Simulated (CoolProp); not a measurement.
C3F8 (R218) at 298.15 K and 0.0813 MPa flows at 0.52 m/s in a round tube of 25 mm bore and 1.5 µm roughness, fully developed (64/Re and Nu = 3.66 if laminar; Colebrook and Gnielinski if turbulent). Each further row changes one setting.

The numbers come from the reference Helmholtz-energy equation of state, Lemmon 2006 in CoolProp. It is a short technical equation, of lower accuracy than the large ones.

```tsv
case	Reynolds number	Darcy friction factor	pressure drop (Pa/m)	heat-transfer coefficient (W/(m² K))	mass flow (kg/h)
as stated	6580	0.0347	1.18	10.9	5.76
velocity 1.04 m/s	13200	0.0289	3.92	19.4	11.5
diameter 50 mm	13200	0.0288	0.489	9.70	23.1
```

Viscosity comes from a separate model (Huber 2003), an estimate that may be off by 10 % or more. Thermal conductivity comes from a separate model (Huber 2003), an estimate that may be off by 10 % or more.
